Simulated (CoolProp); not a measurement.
Vapour-liquid equilibrium of C2F6 (R116) (1) + R22 (2) at 0.72 MPa; x and y are mole fractions of (1).

Model: multi-fluid Helmholtz-energy mixture model, Lemmon 2006 and Kamei 1995; pair parameters Bell 2016, in CoolProp.

```
x      bubble temperature, mixture model (°C)  bubble temperature, Raoult's law (°C)  y, mixture model  y, Raoult's law
-----  --------------------------------------  -------------------------------------  ----------------  ---------------
0.05                                     -0.3                                    7.9             0.315            0.157
0.125                                   -12.1                                    2.6             0.551            0.343
0.2                                     -18.4                                   -2.1             0.655            0.484
0.275                                   -21.9                                   -6.3                 …            0.594
0.35                                    -24.0                                  -10.1                 …            0.681
0.425                                   -25.5                                  -13.5             0.761            0.750
0.5                                     -26.6                                  -16.6             0.779            0.806
0.575                                       …                                  -19.4             0.798            0.852
0.65                                    -28.4                                  -22.0             0.818            0.890
0.725                                   -29.3                                  -24.4                 …            0.921
0.8                                     -30.1                                  -26.6             0.872            0.948
0.875                                   -30.9                                  -28.6             0.910            0.970
0.95                                    -31.5                                  -30.5             0.959            0.989
```

Question: Some entries are withheld; supply them.

Answer: 
- 0.275, y, mixture model: 0.708
- 0.35, y, mixture model: 0.739
- 0.575, bubble temperature, mixture model (°C): -27.5
- 0.725, y, mixture model: 0.842

The largest gap from Raoult's law is -16.3 K in bubble temperature, at x = 0.2. No azeotrope shows between x = 0.05 and 0.95.

Pair parameters are fitted to limited data, so mixtures are less certain than the pure fluids. With so large a gap from Raoult's law the liquid may split in two, which this calculation doesn't test in full.
